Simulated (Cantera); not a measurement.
Input (Python, Cantera) and output of one run.

```python
import numpy as np
import cantera as ct

gas_names = """
    H H2 H2S Pb PbS Pb2 S SH S2 S8
""".split()
cond_names = """
    Pb(cr) Pb(L) PbS(s) PbS(L) S(cr1) S(cr2) S(L)
""".split()


# ... load() reads the species with a 1 bar reference pressure and builds the phases ...
atoms = {
    'PbS': {'Pb': 1, 'S': 1},
    'H2': {'H': 2},
}
top_T = {}  # K; cautious upper limits of use, not melting points


# ... equilibrate(T, P, feed) seeds the gas with the atoms and calls Mixture.equilibrate('TP', solver="vcs", rtol=1e-11, max_steps=5000) ...
results = []
feed = {'PbS': 1, 'H2': 720}  # mol
P = 11000  # Pa
for T in [725, 775, 825, 875, 925, 975, 1025, 1075, 1125, 1175, 1225, 1275, 1325]:
    mix = equilibrate(T, P, feed)
    results.append((T, P, feed, dict(zip(mix.species_names, mix.species_moles))))

top = {s: max(r[3][s] / sum(r[3][g] for g in gas_names) for r in results) for s in gas_names}
cols = sorted((s for s in top if top[s] > 0.0001), key=lambda s: -top[s])[:5]
seen = [c for c in cond_names if any(r[3].get(c, 0) > 1e-12 for r in results)]
print("log10 of partial pressures in bar; condensed amounts in mol")
print(f"{'T/K':>10s}" + "".join(f"{s[:9]:>10s}" for s in cols + seen))
for T, P, feed, n in results:
    ng = sum(n[g] for g in gas_names)
    print(f"{T:10.4g}" + "".join(f"{np.log10(max(n[s] / ng * P / 1e5, 1e-99)):10.3f}" for s in cols)
          + "".join(f"{n.get(c, 0):10.4g}" for c in seen))
```

It prints:

```
log10 of partial pressures in bar; condensed amounts in mol
       T/K        H2       H2S        Pb       PbS     Pb(L)    PbS(s)
       725    -0.959    -4.207    -8.472    -8.447     0.406    0.5939
       775    -0.959    -3.853    -7.604    -7.409    0.9171   0.08253
       825    -0.959    -3.816    -6.843    -6.772     0.998         0
       875    -0.959    -3.818    -6.171    -6.243    0.9918         0
       925    -0.959    -3.821    -5.573    -5.775    0.9715         0
       975    -0.959    -3.829    -5.038    -5.360    0.9114         0
      1025    -0.959    -3.846    -4.556    -4.997    0.7519         0
      1075    -0.960    -3.879    -4.120    -4.686    0.3676         0
      1125    -0.960    -3.900    -3.900    -4.572         0         0
      1175    -0.960    -3.890    -3.890    -4.627         0         0
      1225    -0.960    -3.881    -3.881    -4.680         0         0
      1275    -0.960    -3.874    -3.873    -4.730         0         0
      1325    -0.960    -3.868    -3.867    -4.778         0         0
```

Method: chemical equilibrium by Gibbs-energy minimisation in Cantera with the NASA 1993 tables (ideal gas, pure condensed phases).
